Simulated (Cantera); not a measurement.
# NO annealing gas

An isothermal, constant-pressure homogeneous reactor starts with NO : N₂ = 1 : 2.5 (molar parts), at 1573 K and 0.987 atm.

Cantera simulation using GRI-Mech 3.0 (53 species, 325 reactions); the numbers are that mechanism's predictions, not measurements.

| t (s) | x NO | x N₂O | x O | x NO₂ | x O₂ | x N₂ |
|---|---|---|---|---|---|---|
| 0.000800 | 0.286 | 1.44e-6 | 4.06e-8 | 1.47e-6 | 1.62e-9 | 0.714 |
| 0.00337 | 0.286 | 5.60e-6 | 6.56e-8 | 6.72e-6 | 2.48e-8 | 0.714 |
| 0.0142 | 0.286 | 1.73e-5 | 1.78e-7 | 3.30e-5 | 9.88e-7 | 0.714 |
| 0.0600 | 0.285 | 2.86e-5 | 4.52e-7 | 0.000106 | 4.34e-5 | 0.714 |
| 0.253 | 0.285 | 2.91e-5 | 5.29e-7 | 0.000126 | 0.000389 | 0.715 |
| 1.07 | 0.282 | 2.85e-5 | 6.66e-7 | 0.000160 | 0.00186 | 0.716 |
| 4.50 | 0.270 | 2.60e-5 | 1.05e-6 | 0.000246 | 0.00778 | 0.722 |
| 19.0 | 0.228 | 1.86e-5 | 1.83e-6 | 0.000370 | 0.0284 | 0.743 |
| 80.0 | 0.137 | 6.66e-6 | 2.89e-6 | 0.000352 | 0.0741 | 0.789 |
x: mole fraction; the columns are a selection and need not sum to one.

Equilibrium at this temperature and pressure: NO 0.00148, N₂O 9.28e-8, O 3.96e-6, NO₂ 5.27e-6, O₂ 0.142, N₂ 0.856 (gas phase only).
